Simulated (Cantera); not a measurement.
Feed: 1 mol Si, 0.6 mol Cl2, 1.6 mol H2, held at 802 °C and 0.100 bar.

Method: chemical equilibrium by Gibbs-energy minimisation in Cantera with the NASA 1993 tables (ideal gas, pure condensed phases). Candidate condensed phases: Si; 19 gas species. The tables' values for SiCl3 are old estimates; treat these amounts as uncertain. The numbers say what is thermodynamically allowed, not how fast it happens.

Base state: H2 0.804, SiCl4 0.118, HCl 0.0363, SiHCl3 0.0325, SiCl3 0.00489, SiCl2 0.00320, SiH2Cl2 0.00105 (mole fractions); condensed: Si(s).

**Question.** What changes in the equilibrium state with this change: pressure from 0.100 bar to 0.170 bar?

**Answer.** 
| species | before | after |
|---|---|---|
| H2 | 0.804 | 0.806 |
| SiCl4 | 0.118 | 0.117 |
| SiHCl3 | 0.0325 | 0.0369 |
| HCl | 0.0363 | 0.0318 |
| SiH3Cl | 8.85e-6 | 1.32e-5 |
| SiCl2 | 0.00320 | 0.00244 |
| SiH2Cl2 | 0.00105 | 0.00136 |
| SiCl3 | 0.00489 | 0.00425 |
| Si(s), mol | 0.695 | 0.692 |

**Question.** What changes in the equilibrium state with this change: temperature from 802 °C to 450 °C?

**Answer.** 
```tsv
species	before	after
H2	0.804	0.829
SiCl4	0.118	0.129
SiHCl3	0.0325	0.0404
HCl	0.0363	0.000791
SiCl2	0.00320	5.91e-7
SiCl3	0.00489	1.75e-5
SiH2Cl2	0.00105	0.000880
Si(s), mol	0.695	0.681
```

**Question.** What changes in the equilibrium state with this change: pressure from 0.100 bar to 6.10 bar?

**Answer.** 
| species | before | after |
|---|---|---|
| H2 | 0.804 | 0.806 |
| SiCl4 | 0.118 | 0.0950 |
| SiHCl3 | 0.0325 | 0.0772 |
| HCl | 0.0363 | 0.0123 |
| SiH3Cl | 8.85e-6 | 0.000184 |
| SiCl2 | 0.00320 | 0.000367 |
| SiH2Cl2 | 0.00105 | 0.00735 |
| SiCl3 | 0.00489 | 0.00148 |
| Si(s), mol | 0.695 | 0.662 |
